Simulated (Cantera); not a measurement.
# NO annealing gas

An isothermal, constant-pressure homogeneous reactor starts with 32.3 % NO, 67.7 % N₂, at 2173 K and 0.210 bar.

Cantera simulation using GRI-Mech 3.0 (53 species, 325 reactions); the numbers are that mechanism's predictions, not measurements.

```json
[
 {"t (s)": "0.000200", "x NO": "0.323", "x O": "1.74e-5", "x N₂O": "1.40e-5", "x N₂": "0.677", "x O₂": "3.81e-7", "x NO₂": "8.54e-7"},
 {"t (s)": "0.000502", "x NO": "0.322", "x O": "4.89e-5", "x N₂O": "2.85e-5", "x N₂": "0.677", "x O₂": "2.70e-6", "x NO₂": "3.27e-6"},
 {"t (s)": "0.00126", "x NO": "0.322", "x O": "0.000141", "x N₂O": "4.55e-5", "x N₂": "0.677", "x O₂": "2.13e-5", "x NO₂": "1.05e-5"},
 {"t (s)": "0.00317", "x NO": "0.322", "x O": "0.000332", "x N₂O": "5.12e-5", "x N₂": "0.678", "x O₂": "0.000169", "x NO₂": "2.43e-5"},
 {"t (s)": "0.00796", "x NO": "0.320", "x O": "0.000475", "x N₂O": "4.94e-5", "x N₂": "0.678", "x O₂": "0.000910", "x NO₂": "3.38e-5"},
 {"t (s)": "0.0200", "x NO": "0.316", "x O": "0.000536", "x N₂O": "4.74e-5", "x N₂": "0.681", "x O₂": "0.00311", "x NO₂": "3.84e-5"},
 {"t (s)": "0.0502", "x NO": "0.304", "x O": "0.000656", "x N₂O": "4.30e-5", "x N₂": "0.687", "x O₂": "0.00898", "x NO₂": "4.69e-5"},
 {"t (s)": "0.126", "x NO": "0.271", "x O": "0.000902", "x N₂O": "3.30e-5", "x N₂": "0.703", "x O₂": "0.0250", "x NO₂": "6.04e-5"},
 {"t (s)": "0.317", "x NO": "0.192", "x O": "0.00132", "x N₂O": "1.55e-5", "x N₂": "0.742", "x O₂": "0.0645", "x NO₂": "6.51e-5"},
 {"t (s)": "0.796", "x NO": "0.0724", "x O": "0.00177", "x N₂O": "2.25e-6", "x N₂": "0.802", "x O₂": "0.124", "x NO₂": "3.37e-5"},
 {"t (s)": "2.00", "x NO": "0.0163", "x O": "0.00195", "x N₂O": "3.32e-7", "x N₂": "0.830", "x O₂": "0.152", "x NO₂": "8.37e-6"}
]
```
x: mole fraction; the columns are a selection and need not sum to one.

Equilibrium at this temperature and pressure: NO 0.0105, O 0.00196, N₂O 2.76e-7, N₂ 0.833, O₂ 0.155, NO₂ 5.46e-6 (gas phase only).
